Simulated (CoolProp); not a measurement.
Saturation properties of n-dodecane (Tc = 385.0 °C, pc = 1.818 MPa, ω = 0.574).

Model: reference Helmholtz-energy equation of state, Lemmon 2004, in CoolProp. It is a short technical equation, of lower accuracy than the large ones.

```csv
T (°C),p (MPa),enthalpy of vaporisation (kJ/kg),surface tension (mN/m),liquid viscosity (µPa s),vapour viscosity (µPa s)
223.55,0.1201,251.5,9.31,184,7.52
235.35,0.1562,243.8,8.51,169,7.71
247.05,0.2000,235.7,7.73,154,7.89
258.85,0.2532,227.1,6.96,141,8.08
270.65,0.3168,218.0,6.20,128,8.28
282.45,0.3922,208.2,5.46,116,8.48
294.25,0.4807,197.8,4.73,105,8.69
306.05,0.5839,186.5,4.01,93.9,8.93
317.75,0.7025,174.2,3.33,83.8,9.18
329.55,0.8404,160.5,2.65,73.9,9.48
341.35,0.9988,145.1,2.00,64.5,9.84
```

It boils at 216.3 °C under 1 atm.

Viscosity comes from a separate model (Huber 2004). Surface tension comes from a separate correlation (Mulero 2012).
